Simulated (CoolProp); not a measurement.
Saturated liquid density (kg/m³) of C2F6 (R116): the reference equation beside estimates from Tc = 293.0 K, pc = 3.048 MPa, ω = 0.257. Rackett uses Z = 0.29056 − 0.08775 ω.

The numbers come from the reference Helmholtz-energy equation of state, Lemmon 2006 in CoolProp. It is a short technical equation, of lower accuracy than the large ones.

```csv
T (K),reference,Rackett,van der Waals,Redlich-Kwong,Soave-Redlich-Kwong
227.3,1450,1520,915.1,1303,[?]
232.2,1424,1492,897.8,1272,1334
237,1397,1463,880.2,1240,1302
241.8,1368,1433,861.7,1207,1269
246.7,1338,1401,841.9,1171,[?]
251.5,1307,1368,821.5,1134,1194
256.4,[?],1332,799.2,1094,1152
261.2,1238,1295,775.9,[?],1108
266.1,[?],1253,750.2,1007,1059
270.9,1156,[?],722.7,957.8,1007
275.8,1107,1157,691.3,902.5,946.5
280.6,1051,1098,655.8,840.8,878.6
285.5,978.4,[?],611.8,765.1,[?]
```

**Question.** Some entries are withheld; supply them.

**Answer.** 
- 227.3, Soave-Redlich-Kwong: 1365
- 246.7, Soave-Redlich-Kwong: 1232
- 256.4, reference: 1273
- 261.2, Redlich-Kwong: 1053
- 266.1, reference: 1198
- 270.9, Rackett: 1209
- 285.5, Rackett: 1023
- 285.5, Soave-Redlich-Kwong: 794.7

Absolute difference from the reference over all 13 rows, mean and median: Rackett 4.6 and 4.6 %, van der Waals 37.2 and 37.2 %, Redlich-Kwong 14.8 and 14.1 %, Soave-Redlich-Kwong 10.5 and 9.5 %.
